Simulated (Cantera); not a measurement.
An isothermal, constant-pressure homogeneous reactor starts with C2H6 : N2 = 1 : 39 (molar parts), at 1473 K and 1330 Pa. Integrator tolerance rtol = 1e-08.

Cantera simulation using GRI-Mech 3.0 (53 species, 325 reactions); the numbers are that mechanism's predictions, not measurements. GRI-Mech 3.0 stops at C3 and has no aromatics, soot or wall deposition, so with more carbon than oxygen in the feed, carbon stays in small species such as C2H2 where larger ones or solid carbon would form. Radical loss at walls, strong at low pressure, is not modelled.

Q: What does this change do: temperature 1473 to 1950 K?

A: 
```json
[
 {"quantity": "x(C2H6) at 4.00 s", "before": "6.49e-7 (gas-phase equilibrium 9.51e-12)", "after": "<1e-12 (gas-phase equilibrium <1e-12)"},
 {"quantity": "x(CH2) at 4.00 s", "before": "9.73e-9 (gas-phase equilibrium 5.03e-11)", "after": "6.42e-9 (gas-phase equilibrium 9.23e-9)"},
 {"quantity": "x(H) at 4.00 s", "before": "1.32e-5 (gas-phase equilibrium 2.41e-5)", "after": "0.00195 (gas-phase equilibrium 0.00216)"},
 {"quantity": "x(CH4) at 4.00 s", "before": "0.00561 (gas-phase equilibrium 1.22e-5)", "after": "1.47e-7 (gas-phase equilibrium 1.72e-7)"},
 {"quantity": "x(H2) at 4.00 s", "before": "0.0394 (gas-phase equilibrium 0.0476)", "after": "0.0466 (gas-phase equilibrium 0.0465)"},
 {"quantity": "x(C2H) at 4.00 s", "before": "1.12e-8 (gas-phase equilibrium 4.80e-9)", "after": "1.55e-5 (gas-phase equilibrium 2.83e-6)"}
]
```

Q: What does this change do: N2 39 to 8.1 parts?

A: 
| quantity | before | after |
|---|---|---|
| x(C2H6) at 4.00 s | 6.49e-7 (gas-phase equilibrium 9.51e-12) | 4.41e-6 (gas-phase equilibrium 1.06e-9) |
| x(CH2) at 4.00 s | 9.73e-9 (gas-phase equilibrium 5.03e-11) | 1.18e-8 (gas-phase equilibrium 2.73e-10) |
| x(H) at 4.00 s | 1.32e-5 (gas-phase equilibrium 2.41e-5) | 2.08e-5 (gas-phase equilibrium 4.68e-5) |
| x(CH4) at 4.00 s | 0.00561 (gas-phase equilibrium 1.22e-5) | 0.0331 (gas-phase equilibrium 0.000250) |
| x(H2) at 4.00 s | 0.0394 (gas-phase equilibrium 0.0476) | 0.136 (gas-phase equilibrium 0.180) |
| x(C2H) at 4.00 s | 1.12e-8 (gas-phase equilibrium 4.80e-9) | 1.85e-8 (gas-phase equilibrium 1.93e-8) |
